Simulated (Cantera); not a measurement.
A perfectly stirred reactor is fed with 27.9 % CH₄, 50.1 % H₂O, 22.0 % H₂, at 3750 Torr; it is held at 2125 K, and followed from long to short residence time.

Computed with Cantera and GRI-Mech 3.0 (53 species, 325 reactions).

One state of this run: x CH₄ = 0.00135; x H₂O = 0.138; x H₂ = 0.681; x C₂H₆ = 3.47e-8; x CO = 0.171. x: mole fraction; the columns are a selection and need not sum to one.

### Question
Which value of τ (s) does it belong to?
(A) 0.40
(B) 0.014
(C) 0.0015
(D) 1.2

### Answer
A, 0.40
